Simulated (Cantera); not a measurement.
## Premixed flame

A freely propagating, adiabatic, planar premixed flame of 22.2 % CO, 14.9 % H₂, 13.2 % O₂, 49.7 % N₂, equivalence ratio 1.4, unburnt at 323 K and 1000000 Pa; mixture-averaged transport, grid criteria slope 0.08 and curve 0.16, no radiation.

Computed with Cantera and GRI-Mech 3.0 (53 species, 325 reactions). The hydrogen kinetics of GRI-Mech 3.0 are dated; newer H2 mechanisms differ, most at raised pressure. Burning velocities carry a grid error of a few per cent, more on coarse grids.

```csv
z (mm),T (K),u (m/s),x CO,x H₂,x O₂,x NO,x N₂O,x H
-0.0917,323,1.04,0.222,0.148,0.132,<1e-8,<1e-8,<1e-8
-0.0611,323,1.04,0.222,0.147,0.133,<1e-8,<1e-8,<1e-8
-0.0458,324,1.04,0.223,0.145,0.133,<1e-8,<1e-8,<1e-8
-0.0306,332,1.06,0.225,0.135,0.134,<1e-8,<1e-8,<1e-8
-0.0153,495,1.52,0.229,0.101,0.133,1.09e-7,<1e-8,4.50e-7
-0.00764,901,2.72,0.220,0.0723,0.115,1.17e-6,4.07e-8,0.000413
0,1381,4.10,0.198,0.0444,0.0804,4.05e-6,1.64e-7,0.00379
0.00764,1700,4.98,0.171,0.0261,0.0477,9.01e-6,3.35e-7,0.00792
0.0153,1887,5.46,0.149,0.0191,0.0282,1.47e-5,4.11e-7,0.00964
0.0306,2074,5.90,0.123,0.0177,0.0133,2.40e-5,3.75e-7,0.00897
0.0611,2219,6.25,0.109,0.0180,0.00616,3.46e-5,2.85e-7,0.00613
0.122,2311,6.47,0.104,0.0172,0.00276,4.39e-5,2.06e-7,0.00353
0.244,2363,6.59,0.102,0.0166,0.00105,5.12e-5,1.35e-7,0.00195
```
x: mole fraction of selected species; z is measured from the peak of heat release.

```json
{
  "laminar_burning_velocity": "104 cm/s",
  "thermal_thickness": "0.0306 mm",
  "peak x(H)": "0.00977",
  "grid_points": "116"
}
```
